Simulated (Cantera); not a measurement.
An adiabatic, constant-pressure homogeneous reactor starts with H₂ : O₂ : N₂ = 1 : 1.19 : 4.48 (molar parts), equivalence ratio 0.42, at 1025 K and 5.00 bar.

Detailed kinetics in Cantera: the H2/O2 subset of GRI-Mech 3.0, which has no nitrogen chemistry. The hydrogen kinetics of GRI-Mech 3.0 are dated; newer H2 mechanisms differ, most at raised pressure.

One state of this run: T (K) = 2096; x H₂ = 0.000125; x O₂ = 0.111; x O = 0.000202; x HO₂ = 4.82e-6; x H = 1.53e-5; x H₂O = 0.161; x OH = 0.00232. x: mole fraction; the columns are a selection and need not sum to one.

Q: Which value of t (s) does it belong to?
(A) 6.83e-6
(B) 0.0112
(C) 0.00491
(D) 8.05e-5

A: B, 0.0112
